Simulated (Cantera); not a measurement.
Input (Python, Cantera):

```python
import numpy as np
import cantera as ct

gas = ct.Solution("h2o2.yaml")
gas.TPX = 550, 98000, {'H2': 1, 'O2': 0.75, 'N2': 2.19}
flame = ct.FreeFlame(gas, width=0.041)
flame.set_refine_criteria(ratio=3, slope=0.08, curve=0.16)
flame.transport_model = "mixture-averaged"
flame.solve(loglevel=0, auto=True)
z, T = flame.grid, flame.T
thick = (T[-1] - T[0]) / np.gradient(T, z).max()
show = ['H2', 'O2', 'H', 'H2O2', 'H2O', 'HO2']
print(f"laminar burning velocity  {flame.velocity[0] * 100:.3f} cm/s")
print(f"burnt temperature         {T[-1]:.1f} K")
print(f"thermal thickness         {thick * 1e3:.4f} mm")
print(f"grid points               {len(z)}")
z0 = z[flame.heat_release_rate.argmax()]
print(f"{'z/mm':>9s}{'T/K':>9s}{'u/(m/s)':>9s}" + "".join(f"{s:>11s}" for s in show))
rows = []
for k in (-3, -2, -1.5, -1, -0.5, -0.25, 0, 0.25, 0.5, 1, 2, 4, 8):
    zz = z0 + k * thick
    rows.append([k * thick, np.interp(zz, z, T), np.interp(zz, z, flame.velocity),
                 *(np.interp(zz, z, flame.X[gas.species_index(s)]) for s in show)])
    print(f"{rows[-1][0] * 1e3:9.3f}{rows[-1][1]:9.1f}{rows[-1][2]:9.3f}" + "".join(f"{x:11.3e}" for x in rows[-1][3:]))
```

Output:

```
laminar burning velocity  551.023 cm/s
burnt temperature         2338.0 K
thermal thickness         0.4043 mm
grid points               124
     z/mm      T/K  u/(m/s)         H2         O2          H       H2O2        H2O        HO2
   -1.213    550.0    5.510  2.538e-01  1.904e-01  1.048e-15  1.169e-14  5.394e-12  2.133e-12
   -0.809    550.0    5.510  2.538e-01  1.904e-01  1.217e-13  8.657e-13  2.986e-10  1.509e-10
   -0.607    550.0    5.510  2.538e-01  1.904e-01  7.225e-12  2.772e-11  7.382e-09  4.639e-09
   -0.404    550.1    5.509  2.536e-01  1.904e-01  7.447e-09  3.496e-09  5.736e-07  4.987e-07
   -0.202    571.7    5.674  2.455e-01  1.917e-01  9.665e-05  7.516e-06  9.935e-04  2.787e-04
   -0.101    809.7    7.797  2.044e-01  1.874e-01  4.725e-03  2.701e-05  2.364e-02  2.565e-04
    0.000   1240.8   11.565  1.096e-01  1.484e-01  2.551e-02  9.095e-06  1.103e-01  1.221e-04
    0.101   1546.6   14.266  4.116e-02  9.717e-02  3.614e-02  4.009e-06  1.952e-01  6.639e-05
    0.202   1704.3   15.625  2.554e-02  8.151e-02  3.145e-02  2.136e-06  2.207e-01  4.579e-05
    0.404   1868.9   16.975  2.087e-02  7.619e-02  2.165e-02  1.096e-06  2.341e-01  3.129e-05
    0.809   2027.8   18.226  1.646e-02  7.343e-02  1.259e-02  6.274e-07  2.469e-01  1.980e-05
    1.617   2162.8   19.253  1.123e-02  7.179e-02  6.132e-03  4.158e-07  2.594e-01  1.183e-05
    3.235   2263.2   19.997  6.513e-03  7.123e-02  2.448e-03  3.252e-07  2.701e-01  7.735e-06
```

Computed with Cantera and the H2/O2 subset of GRI-Mech 3.0, which has no nitrogen chemistry. Burning velocities carry a grid error of a few per cent, more on coarse grids. Lean hydrogen flames are cellular in practice and burn faster than this planar one.
